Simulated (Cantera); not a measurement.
Cantera run, input and output.

```python
import numpy as np
import cantera as ct

gas = ct.Solution("gri30.yaml", transport_model="mixture-averaged")
show = ['O', 'NO', 'CH3']

rows = []
print(f"{'T/K':>7s}{'rho':>11s}{'cp':>10s}{'mu':>11s}{'lambda':>11s}{'Pr':>7s}" + "".join(f"{'D_' + s:>11s}" for s in show))
for T in [400, 650, 900, 1150, 1400, 1650]:
    gas.TPX = T, 15, {'NO': 0.55}
    Pr = gas.cp_mass * gas.viscosity / gas.thermal_conductivity
    D = [gas.mix_diff_coeffs_mole[gas.species_index(s)] for s in show]
    rows.append([gas.density, gas.cp_mass, gas.viscosity, gas.thermal_conductivity, Pr, *D])
    print(f"{T:7g}{gas.density:11.4e}{gas.cp_mass:10.1f}{gas.viscosity:11.4e}"
          f"{gas.thermal_conductivity:11.4e}{Pr:7.3f}" + "".join(f"{d:11.4e}" for d in D))
print("SI units: kg/m3, J/kg/K, Pa s, W/m/K, m2/s")
```

Output:

```
    T/K        rho        cp         mu     lambda     Pr        D_O       D_NO      D_CH3
    400 1.3533e-04     998.6 2.3120e-05 3.2415e-02  0.712 3.5609e-01 0.0000e+00 2.5023e-01
    650 8.3282e-05    1054.2 3.2312e-05 4.8223e-02  0.706 8.1103e-01 0.0000e+00 5.7727e-01
    900 6.0148e-05    1113.9 4.0086e-05 6.3038e-02  0.708 1.3978e+00 0.0000e+00 9.9969e-01
   1150 4.7073e-05    1153.1 4.7043e-05 7.6728e-02  0.707 2.1017e+00 0.0000e+00 1.5065e+00
   1400 3.8667e-05    1181.0 5.3449e-05 8.9432e-02  0.706 2.9131e+00 0.0000e+00 2.0905e+00
   1650 3.2808e-05    1202.5 5.9446e-05 1.0130e-01  0.706 3.8250e+00 0.0000e+00 2.7467e+00
SI units: kg/m3, J/kg/K, Pa s, W/m/K, m2/s
```

Computed with Cantera and GRI-Mech 3.0 (53 species, 325 reactions). The composition is frozen, though it would react at the higher temperatures.
